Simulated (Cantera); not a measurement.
# Equilibrium for aluminium nitride and oxide growth: AlCl₃ + N₂ + NH₃

Input: 1 mol AlCl₃, 47 mol N₂, 2 mol NH₃, equilibrated at 0.100 bar.

These are equilibrium values from Cantera (NASA tables, ideal gas, pure condensed phases), not measurements of a reactor. Candidate condensed phases: Al, AlCl₃, AlN, NH₄Cl; 20 gas species. The tables' values for AlCl₂ are old estimates; treat these amounts as uncertain. Equilibrium is a limit: real reactors are often held back by kinetics, nucleation or transport.

From 1198 K to 1648 K the condensed part is AlN(s). From 1723 K to 2098 K nothing is condensed. The main Al-bearing gas is AlCl₃ at 1198 K and AlCl at 2098 K.

```json
[
 {"T (K)": "1198", "log p N₂": "-1.04", "log p H₂": "-2.32", "log p HCl": "-2.69", "log p AlCl": "-7.26", "log p AlCl₃": "-2.91", "log p AlCl₂": "-5.84", "log p H": "-7.88", "n AlN(s)": "0.357"},
 {"T (K)": "1273", "log p N₂": "-1.04", "log p H₂": "-2.32", "log p HCl": "-2.70", "log p AlCl": "-6.36", "log p AlCl₃": "-2.90", "log p AlCl₂": "-5.30", "log p H": "-7.31", "n AlN(s)": "0.348"},
 {"T (K)": "1348", "log p N₂": "-1.04", "log p H₂": "-2.32", "log p HCl": "-2.70", "log p AlCl": "-5.57", "log p AlCl₃": "-2.90", "log p AlCl₂": "-4.82", "log p H": "-6.80", "n AlN(s)": "0.339"},
 {"T (K)": "1423", "log p N₂": "-1.04", "log p H₂": "-2.32", "log p HCl": "-2.71", "log p AlCl": "-4.87", "log p AlCl₃": "-2.90", "log p AlCl₂": "-4.40", "log p H": "-6.34", "n AlN(s)": "0.323"},
 {"T (K)": "1498", "log p N₂": "-1.04", "log p H₂": "-2.32", "log p HCl": "-2.73", "log p AlCl": "-4.24", "log p AlCl₃": "-2.92", "log p AlCl₂": "-4.03", "log p H": "-5.92", "n AlN(s)": "0.290"},
 {"T (K)": "1573", "log p N₂": "-1.04", "log p H₂": "-2.31", "log p HCl": "-2.74", "log p AlCl": "-3.68", "log p AlCl₃": "-2.95", "log p AlCl₂": "-3.71", "log p H": "-5.55", "n AlN(s)": "0.207"},
 {"T (K)": "1648", "log p N₂": "-1.04", "log p H₂": "-2.31", "log p HCl": "-2.78", "log p AlCl": "-3.19", "log p AlCl₃": "-3.04", "log p AlCl₂": "-3.45", "log p H": "-5.21", "n AlN(s)": "0.00587"},
 {"T (K)": "1723", "log p N₂": "-1.04", "log p H₂": "-2.33", "log p HCl": "-2.68", "log p AlCl": "-3.07", "log p AlCl₃": "-3.17", "log p AlCl₂": "-3.41", "log p H": "-4.90", "n AlN(s)": "0"},
 {"T (K)": "1798", "log p N₂": "-1.04", "log p H₂": "-2.35", "log p HCl": "-2.61", "log p AlCl": "-2.98", "log p AlCl₃": "-3.33", "log p AlCl₂": "-3.40", "log p H": "-4.63", "n AlN(s)": "0"},
 {"T (K)": "1873", "log p N₂": "-1.04", "log p H₂": "-2.37", "log p HCl": "-2.55", "log p AlCl": "-2.91", "log p AlCl₃": "-3.52", "log p AlCl₂": "-3.42", "log p H": "-4.38", "n AlN(s)": "0"},
 {"T (K)": "1948", "log p N₂": "-1.04", "log p H₂": "-2.39", "log p HCl": "-2.52", "log p AlCl": "-2.86", "log p AlCl₃": "-3.74", "log p AlCl₂": "-3.47", "log p H": "-4.14", "n AlN(s)": "0"},
 {"T (K)": "2023", "log p N₂": "-1.04", "log p H₂": "-2.40", "log p HCl": "-2.49", "log p AlCl": "-2.83", "log p AlCl₃": "-3.97", "log p AlCl₂": "-3.53", "log p H": "-3.92", "n AlN(s)": "0"},
 {"T (K)": "2098", "log p N₂": "-1.04", "log p H₂": "-2.41", "log p HCl": "-2.48", "log p AlCl": "-2.80", "log p AlCl₃": "-4.22", "log p AlCl₂": "-3.61", "log p H": "-3.72", "n AlN(s)": "0"}
]
```
log p: log10 of the partial pressure in bar; n: condensed amount in mol.
